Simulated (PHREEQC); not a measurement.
A solution holds 7 mmol/kgw SrCl2, 0.0092 mmol/kgw CO2 and 0.00056 mmol/kgw H4SiO4, at 77 °C. Closed to the air; pH follows from the charge balance.

Model: ion-association model, phreeqc.dat, run in PHREEQC.

### Question
The ionic strength comes out as 0.0210 mol/kgw. What activity coefficients do Cl-, Sr+2, HCO3-, H+ get?

### Answer
Cl- 0.85, Sr+2 0.55, HCO3- 0.86, H+ 0.88.

No solid was allowed to form. Complexes and solids missing from the database can't appear. Away from 25 °C the constants follow the database's enthalpies or fits; those with neither stay at their 25 °C values.
